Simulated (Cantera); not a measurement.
Charge: 1 mol TiCl4, 3.2 mol O2, a varied amount of H2, held at 1223 K and 0.100 bar.

Cantera equilibrium calculation (NASA polynomials, part measured and part estimated; ideal gas, pure solids and liquids). Candidate condensed phases: H2O, Ti, TiCl2, TiCl3, TiCl4, TiO, TiO2, Ti2O3, Ti3O5, Ti4O7; 23 gas species. Gases not in the tables: TiO(OH)2. Equilibrium is a limit: real reactors are often held back by kinetics, nucleation or transport.

x: gas mole fraction; n: condensed amount in mol.

```csv
n(H2) (mol),x H2,x HCl,x H2O,x O2,x Cl2,n TiO2(rutile)
1.2,1.91e-9,0.409,0.0188,0.400,0.164,1.000
1.8,5.75e-9,0.508,0.0529,0.349,0.0842,1.000
2.7,1.76e-8,0.552,0.143,0.270,0.0324,1.000
4.1,?,0.531,?,?,?,1.00
6.1,2.45e-7,0.481,0.499,0.0171,0.00177,1.00
9.1,0.243,0.360,0.396,<1e-12,1.00e-9,1.00
13,0.440,0.267,0.293,<1e-12,3.03e-10,1.00
20,0.618,0.182,0.200,<1e-12,1.00e-10,1.00
30,?,?,?,<1e-12,?,1.00
44,0.817,0.0870,0.0957,<1e-12,1.73e-11,1.00
66,0.876,0.0588,0.0647,<1e-12,7.40e-12,1.00
```

Problem. Fill in the missing entries.

Solution. 
- 4.1, x H2: 4.96e-8
- 4.1, x H2O: 0.303
- 4.1, x O2: 0.154
- 4.1, x Cl2: 0.0107
- 30, x H2: 0.737
- 30, x HCl: 0.125
- 30, x H2O: 0.138
- 30, x Cl2: 3.97e-11
